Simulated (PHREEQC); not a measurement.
## Copper plating or etch bath: speciation

A solution holds 0.0012 mol/kgw CuSO4, 4.8e-05 mol/kgw HNO3 and 0.023 mol/kgw FeCl3, at 25 °C. Closed to the air; pH follows from the charge balance.

All values are PHREEQC results (ion-association model, wateq4f.dat), not measurements.

This is a speciation only: nothing precipitates in the calculation.

Q: Estimate the pH, ionic strength.

A: pH 2.14; ionic strength 0.112 mol/kgw.

Q: In which forms is Fe present?

A: Fe+3 34 %, FeCl+2 23 %, Fe2(OH)2+4 19 %, FeOH+2 14 %, FeSO4+ 4.2 %, Fe3(OH)4+5 3.2 % of the Fe.

Saturation is exceeded, for instance for Hematite (slow to form), Goethite (slow to form); the values hold only as long as no solid forms. Species that the database lacks are ignored.
